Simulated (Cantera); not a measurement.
Standard-state values (1 bar) from the NASA 1993 polynomials, evaluated with Cantera. Values are per mole of reaction as written; species without (g) are pure solids or liquids, kept so even where they would boil at 1 bar.

Between 1548 and 2148 K, where is each reaction favourable under standard conditions?
- H₂O(g) + PbO = Pb(g) + H₂O₂(g)


- H₂O(g) + PbO = Pb(g) + H₂O₂(g): ΔG° is 312 kJ at 1548 K and 252 kJ at 2148 K; it stays positive (K < 1). ΔH° is 460 kJ and ΔS° 97 J/K at 2148 K.
